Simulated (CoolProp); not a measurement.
Vapour-liquid equilibrium of fluoroethane (R161) (1) + R1234yf (2) at -44.55 °C; x and y are mole fractions of (1).

The numbers come from the multi-fluid Helmholtz-energy mixture model, Wu 2012 and Lemmon 2022; pair parameters Bell 2016 in CoolProp.

```
x      bubble pressure (MPa)  y at the bubble point  dew pressure at overall composition x (MPa)  liquid density (mol/L)
-----  ---------------------  ---------------------  -------------------------------------------  ----------------------
0.05                 0.05125                  0.080                                      0.05061                   11.64
0.125                0.05368                  0.189                                      0.05223                   11.96
0.2                  0.05600                  0.286                                      0.05394                   12.30
0.275                0.05818                  0.374                                      0.05572                   12.65
0.35                       ?                  0.454                                      0.05757                   13.02
0.425                0.06216                  0.527                                      0.05949                   13.40
0.5                  0.06395                  0.595                                      0.06144                   13.81
0.575                0.06561                  0.660                                      0.06341                   14.25
0.65                 0.06714                  0.721                                      0.06536                   14.70
0.725                0.06855                  0.780                                      0.06724                       ?
0.8                        ?                  0.839                                      0.06899                   15.70
0.875                0.07100                  0.898                                      0.07056                   16.24
0.95                 0.07203                      ?                                      0.07190                   16.82
```

Q: Fill in the missing entries.

A: 
- 0.35, bubble pressure (MPa): 0.06024
- 0.725, liquid density (mol/L): 15.19
- 0.8, bubble pressure (MPa): 0.06984
- 0.95, y at the bubble point: 0.958

No azeotrope shows between x = 0.05 and 0.95.

The pair parameters rest on a limited set of measurements; away from them the model extrapolates.
